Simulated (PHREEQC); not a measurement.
Nickel, zinc or cadmium bath: speciation

A solution holds 0.019 mol ZnSO4, 0.0015 mol H3BO3 and 0.017 mol NiCl2 per kg of water, at 20 °C. Closed to the air; pH follows from the charge balance.

Computed with PHREEQC (ion-association model, wateq4f.dat).

No solid was allowed to form.

What pH, ionic strength does the model give?

pH 5.57; ionic strength 0.0906 mol/kgw.

In which forms is Zn present?

Zn+2 71 %, ZnSO4 25 %, Zn(SO4)2-2 2.1 %, ZnCl+ 2.1 % of the Zn.

Complexes and solids missing from the database can't appear.
